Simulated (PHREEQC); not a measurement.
**Acid rinse or clean (model solution)**

Dissolve 0.0016 mol HBr, 6.5e-05 mol CuSO4 and 0.04 mol MnSO4 per kg of water at 20 °C. Closed to the air; pH follows from the charge balance.

Equilibrium calculation in PHREEQC: ion-association model, phreeqc.dat.

No solid was allowed to form.

Task: Predict the pH, ionic strength, density.

Result: pH 3.15; ionic strength 0.101 mol/kgw; density 1.004 g/cm³.

Task: In which forms is S present?

Result: SO4-2 61 %, MnSO4 37 %, HSO4- 1.8 % of the S.

Species that the database lacks are ignored.
